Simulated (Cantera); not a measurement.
Input (Python, Cantera) and output of one run.

```python
import numpy as np
import cantera as ct

gas_names = """
    AL ALCL ALCL2 ALCL3 ALN ALO ALOCL ALO2 AL2 AL2CL6 AL2O AL2O2 CL CLO CL2 N NO NO2 NO3 N2 N2O O O2 O3
""".split()
cond_names = """
    AL(cr) AL(L) ALCL3(s) ALCL3(L) ALN(s) AL2O3(a) AL2O3(L)
""".split()


def load(file, names, dense=False):
    # The tables refer to 1 bar. Condensed volumes are neglected.
    table = {s.name: s for s in ct.Species.list_from_file(file)}
    out = []
    for n in names:
        d = dict(table[n].input_data)
        d["thermo"] = dict(d["thermo"], **{"reference-pressure": 1e5})
        if dense:
            d["equation-of-state"] = {"model": "constant-volume", "density": "1e6 g/cm^3"}
        out.append(ct.Species.from_dict(d))
    return out


gas = ct.Solution(thermo="ideal-gas", species=load("nasa_gas.yaml", gas_names))
cond = {s.name: ct.Solution(thermo="fixed-stoichiometry", species=[s], name=s.name)
        for s in load("nasa_condensed.yaml", cond_names, dense=True)}
atoms = {
    'AlCl3': {'AL': 1, 'CL': 3},
    'N2': {'N': 2},
    'N2O': {'N': 2, 'O': 1},
}
top_T = {'ALN(s)': 2750}  # K; cautious upper limits of use, not melting points


def equilibrate(T, P, feed):
    n = {}
    for name, mol in feed.items():
        for a, k in atoms[name].items():
            n[a] = n.get(a, 0.0) + k * mol
    gas.TPX = T, P, n
    mass = sum(n.values()) * gas.mean_molecular_weight
    gas.equilibrate("TP")
    valid = [c for c in cond.values() if c.min_temp <= T <= top_T.get(c.name, c.max_temp)]
    mix = ct.Mixture([(gas, mass / gas.mean_molecular_weight)] + [(c, 0.0) for c in valid])
    mix.T, mix.P = T, P
    mix.equilibrate("TP", solver="vcs", rtol=1e-11, max_steps=5000)
    return mix


results = []
feed = {'AlCl3': 1, 'N2': 25, 'N2O': 0.63}  # mol
P = 100000  # Pa
for T in [800, 900, 1000, 1100, 1200, 1300, 1400, 1500, 1600, 1700, 1800, 1900, 2000, 2100]:
    mix = equilibrate(T, P, feed)
    results.append((T, P, feed, dict(zip(mix.species_names, mix.species_moles))))
    x = sorted(zip(gas.X, gas.species_names), reverse=True)
    print(f"T = {T:g} K  P = {P:g} Pa  gas = {mix.phase_moles(0):.4g} mol")
    print("   x: " + "  ".join(f"{s} {v:.3e}" for v, s in x if v > 0.0001))
    print("   condensed (mol): " + ("  ".join(f"{mix.phase(i).name} {mix.phase_moles(i):.4g}"
          for i in range(1, mix.n_phases) if mix.phase_moles(i) > 1e-12) or "none"))
```

Output:

```
T = 800 K  P = 100000 Pa  gas = 26.81 mol
   x: N2 9.561e-01  CL2 2.350e-02  ALCL3 1.918e-02  AL2CL6 1.229e-03
   condensed (mol): AL2O3(a) 0.21
T = 900 K  P = 100000 Pa  gas = 26.83 mol
   x: N2 9.551e-01  CL2 2.347e-02  ALCL3 2.119e-02  AL2CL6 2.104e-04
   condensed (mol): AL2O3(a) 0.21
T = 1000 K  P = 100000 Pa  gas = 26.84 mol
   x: N2 9.549e-01  CL2 2.344e-02  ALCL3 2.152e-02
   condensed (mol): AL2O3(a) 0.21
T = 1100 K  P = 100000 Pa  gas = 26.84 mol
   x: N2 9.548e-01  CL2 2.335e-02  ALCL3 2.158e-02  CL 2.316e-04
   condensed (mol): AL2O3(a) 0.21
T = 1200 K  P = 100000 Pa  gas = 26.85 mol
   x: N2 9.546e-01  CL2 2.310e-02  ALCL3 2.159e-02  CL 7.184e-04
   condensed (mol): AL2O3(a) 0.21
T = 1300 K  P = 100000 Pa  gas = 26.86 mol
   x: N2 9.540e-01  CL2 2.252e-02  ALCL3 2.159e-02  CL 1.862e-03
   condensed (mol): AL2O3(a) 0.21
T = 1400 K  P = 100000 Pa  gas = 26.9 mol
   x: N2 9.529e-01  ALCL3 2.156e-02  CL2 2.135e-02  CL 4.153e-03
   condensed (mol): AL2O3(a) 0.21
T = 1500 K  P = 100000 Pa  gas = 26.95 mol
   x: N2 9.510e-01  ALCL3 2.153e-02  CL2 1.931e-02  CL 8.118e-03
   condensed (mol): AL2O3(a) 0.2099
T = 1600 K  P = 100000 Pa  gas = 27.03 mol
   x: N2 9.482e-01  ALCL3 2.147e-02  CL2 1.627e-02  CL 1.402e-02
   condensed (mol): AL2O3(a) 0.2098
T = 1700 K  P = 100000 Pa  gas = 27.13 mol
   x: N2 9.447e-01  CL 2.143e-02  ALCL3 2.142e-02  CL2 1.244e-02
   condensed (mol): AL2O3(a) 0.2094
T = 1800 K  P = 100000 Pa  gas = 27.24 mol
   x: N2 9.410e-01  CL 2.909e-02  ALCL3 2.136e-02  CL2 8.478e-03
   condensed (mol): AL2O3(a) 0.209
T = 1900 K  P = 100000 Pa  gas = 27.33 mol
   x: N2 9.379e-01  CL 3.550e-02  ALCL3 2.129e-02  CL2 5.174e-03
   condensed (mol): AL2O3(a) 0.2087
T = 2000 K  P = 100000 Pa  gas = 27.39 mol
   x: N2 9.357e-01  CL 3.992e-02  ALCL3 2.120e-02  CL2 2.927e-03
   condensed (mol): AL2O3(a) 0.2084
T = 2100 K  P = 100000 Pa  gas = 27.43 mol
   x: N2 9.343e-01  CL 4.265e-02  ALCL3 2.099e-02  CL2 1.612e-03  ALCL2 2.427e-04  NO 1.064e-04
   condensed (mol): AL2O3(a) 0.2081
```

Cantera equilibrium calculation (NASA polynomials, part measured and part estimated; ideal gas, pure solids and liquids). The tables' values for AlCl2 are old estimates; treat these amounts as uncertain. Condensed phases not in the tables: AlOCl.
